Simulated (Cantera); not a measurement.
Cantera run:

```python
import numpy as np
import cantera as ct

gas_names = [...]  # 109 gases of nasa_gas.yaml made of C, Cl, H, Si
cond_names = """
    C(gr) C6H6(L) C7H8(L) C8H18(L),n-octa Si(cr) Si(L) SiC(b)
""".split()


# ... load() reads the species with a 1 bar reference pressure and builds the phases ...
atoms = {
    'SiCl4': {'Si': 1, 'CL': 4},
    'H2': {'H': 2},
    'C3H8': {'C': 3, 'H': 8},
}
top_T = {'C(gr)': 4500, 'SiC(b)': 3050}  # K; cautious upper limits of use, not melting points


# ... equilibrate(T, P, feed) seeds the gas with the atoms and calls Mixture.equilibrate('TP', solver="vcs", rtol=1e-11, max_steps=5000) ...
results = []
feed = {'SiCl4': 1, 'H2': 1700, 'C3H8': 0.1}  # mol
P = 1333.22  # Pa
for T in [1923, 2023, 2123, 2223, 2323, 2423, 2523, 2623]:
    mix = equilibrate(T, P, feed)
    results.append((T, P, feed, dict(zip(mix.species_names, mix.species_moles))))

top = {s: max(r[3][s] / sum(r[3][g] for g in gas_names) for r in results) for s in gas_names}
cols = sorted((s for s in top if top[s] > 1e-05), key=lambda s: -top[s])[:7]
seen = [c for c in cond_names if any(r[3].get(c, 0) > 1e-12 for r in results)]
print("log10 of partial pressures in bar; condensed amounts in mol")
print(f"{'T/K':>10s}" + "".join(f"{s[:9]:>10s}" for s in cols + seen))
for T, P, feed, n in results:
    ng = sum(n[g] for g in gas_names)
    print(f"{T:10.4g}" + "".join(f"{np.log10(max(n[s] / ng * P / 1e5, 1e-99)):10.3f}" for s in cols)
          + "".join(f"{n.get(c, 0):10.4g}" for c in seen))
```

It prints:

```
log10 of partial pressures in bar; condensed amounts in mol
       T/K        H2         H       HCL        Si        CL C2H2,acet       SiH    SiC(b)
      1923    -1.880    -3.966    -4.511    -5.319    -6.721    -6.907    -6.346    0.2535
      2023    -1.884    -3.663    -4.514    -5.172    -6.423    -5.974    -6.306         0
      2123    -1.890    -3.390    -4.522    -5.152    -6.156    -5.958    -6.384         0
      2223    -1.901    -3.144    -4.534    -5.146    -5.917    -5.957    -6.470         0
      2323    -1.917    -2.922    -4.554    -5.148    -5.702    -5.964    -6.559         0
      2423    -1.943    -2.723    -4.585    -5.155    -5.513    -5.978    -6.652         0
      2523    -1.981    -2.546    -4.630    -5.169    -5.347    -6.003    -6.752         0
      2623    -2.034    -2.393    -4.692    -5.189    -5.206    -6.045    -6.861         0
```

Cantera equilibrium calculation (NASA polynomials, part measured and part estimated; ideal gas, pure solids and liquids). Gases not in the tables: Si2H6 and higher silanes.
